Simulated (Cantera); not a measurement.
## Low-pressure radical oxidation in H2/O2

An isothermal, constant-pressure homogeneous reactor starts with 1.59 % H2, 37.9 % O2, 60.6 % N2, equivalence ratio 0.021, at 1450 K and 300 Pa.

Detailed kinetics in Cantera: the H2/O2 subset of GRI-Mech 3.0, which has no nitrogen chemistry. Radical loss at walls, strong at low pressure, is not modelled.

```json
[
 {"t (s)": "0.000300", "x H2": "0.0159", "x O2": "0.379", "x H": "1.09e-8", "x OH": "8.79e-9", "x O": "9.10e-9", "x H2O2": "4.87e-12", "x H2O": "1.51e-9"},
 {"t (s)": "0.000675", "x H2": "0.0159", "x O2": "0.379", "x H": "2.03e-8", "x OH": "3.19e-8", "x O": "3.42e-8", "x H2O2": "2.36e-11", "x H2O": "1.28e-8"},
 {"t (s)": "0.00152", "x H2": "0.0159", "x O2": "0.379", "x H": "5.68e-8", "x OH": "1.32e-7", "x O": "1.48e-7", "x H2O2": "1.08e-10", "x H2O": "1.10e-7"},
 {"t (s)": "0.00342", "x H2": "0.0159", "x O2": "0.378", "x H": "4.27e-7", "x OH": "1.15e-6", "x O": "1.32e-6", "x H2O2": "4.49e-10", "x H2O": "1.53e-6"},
 {"t (s)": "0.00770", "x H2": "0.0157", "x O2": "0.378", "x H": "3.26e-5", "x OH": "8.89e-5", "x O": "0.000103", "x H2O2": "1.37e-9", "x H2O": "0.000136"},
 {"t (s)": "0.0173", "x H2": "0.000624", "x O2": "0.365", "x H": "0.00173", "x OH": "0.00274", "x O": "0.0113", "x H2O2": "3.90e-9", "x H2O": "0.0130"},
 {"t (s)": "0.0390", "x H2": "0.000223", "x O2": "0.364", "x H": "0.00144", "x OH": "0.00215", "x O": "0.0124", "x H2O2": "2.75e-9", "x H2O": "0.0139"},
 {"t (s)": "0.0877", "x H2": "0.000221", "x O2": "0.364", "x H": "0.00142", "x OH": "0.00215", "x O": "0.0123", "x H2O2": "2.74e-9", "x H2O": "0.0139"},
 {"t (s)": "0.197", "x H2": "0.000218", "x O2": "0.365", "x H": "0.00139", "x OH": "0.00213", "x O": "0.0121", "x H2O2": "2.73e-9", "x H2O": "0.0139"},
 {"t (s)": "0.444", "x H2": "0.000211", "x O2": "0.365", "x H": "0.00132", "x OH": "0.00210", "x O": "0.0117", "x H2O2": "2.71e-9", "x H2O": "0.0140"},
 {"t (s)": "1.00", "x H2": "0.000197", "x O2": "0.365", "x H": "0.00118", "x OH": "0.00203", "x O": "0.0108", "x H2O2": "2.65e-9", "x H2O": "0.0141"}
]
```
x: mole fraction; the columns are a selection and need not sum to one.

Equilibrium at this temperature and pressure: H2 4.55e-7, O2 0.373, H 1.17e-7, OH 9.87e-5, O 2.26e-5, H2O2 8.24e-11, H2O 0.0160 (gas phase only).
